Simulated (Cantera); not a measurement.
Input: 1 mol Si, 1.3 mol HCl, 6.9 mol H2, equilibrated at 11.0 bar.

Method: chemical equilibrium by Gibbs-energy minimisation in Cantera with the NASA 1993 tables (ideal gas, pure condensed phases). Candidate condensed phases: Si; 19 gas species. The tables' values for SiCl3 are old estimates; treat these amounts as uncertain. Equilibrium is a limit: real reactors are often held back by kinetics, nucleation or transport.

Problem. At 902 °C, list the 5 most abundant gas species with their mole fractions, and the condensed phases.

Solution. H2 0.939, SiHCl3 0.0247, SiCl4 0.0160, HCl 0.0143, SiH2Cl2 0.00489. Condensed: Si(s).
